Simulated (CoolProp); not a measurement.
Tetradecamethylhexasiloxane (MD4M) along the isobar 4.62 MPa: fugacity coefficient from the reference equation and from simpler models built on Tc = 653.2 K, pc = 0.8286 MPa, ω = 0.800; each cubic takes its own stable root.

Computed with CoolProp (reference Helmholtz-energy equation of state, Thol 2019).

```csv
T (K),phase,reference,Redlich-Kwong,Soave-Redlich-Kwong
513.2,liquid,0.02643,0.07722,0.02892
520.3,liquid,0.03086,0.08384,0.03381
527.4,liquid,0.03579,0.09074,0.03929
534.6,liquid,0.04132,0.09802,0.04547
541.7,liquid,0.04732,0.1055,0.05221
548.8,liquid,0.05388,0.1132,0.05962
555.9,liquid,0.06102,0.1212,0.06772
563,liquid,0.06874,0.1294,0.07652
570.2,liquid,0.07717,0.1380,0.08619
577.3,liquid,0.08609,0.1467,0.09646
584.4,liquid,0.09559,0.1556,0.1075
591.5,liquid,0.1057,0.1647,0.1192
598.6,liquid,0.1164,0.1739,0.1317
605.8,liquid,0.1278,0.1836,0.1451
612.9,liquid,0.1396,0.1932,0.1591
620,liquid,0.1520,0.2030,0.1737
```
